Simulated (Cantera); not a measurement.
Chlorosilane synthesis and conversion: Si + Cl2 + H2

A closed system holds: 1 mol Si, 0.76 mol Cl2, 12 mol H2, at 998.15 K and 1 atm.

Method: chemical equilibrium by Gibbs-energy minimisation in Cantera with the NASA 1993 tables (ideal gas, pure condensed phases). Candidate condensed phases: Si; 19 gas species. The tables' values for SiCl3 are old estimates; treat these amounts as uncertain. Rates play no part.

```
Item            Value
----------  ---------
x(H2)           0.959
x(SiCl4)       0.0167
x(SiHCl3)      0.0150
x(HCl)        0.00743
x(SiH2Cl2)    0.00144
x(SiCl3)     0.000258
x(SiCl2)      9.75e-5
x(SiH3Cl)     3.55e-5
n(Si(s))    0.586 mol
gas amount  12.35 mol
```
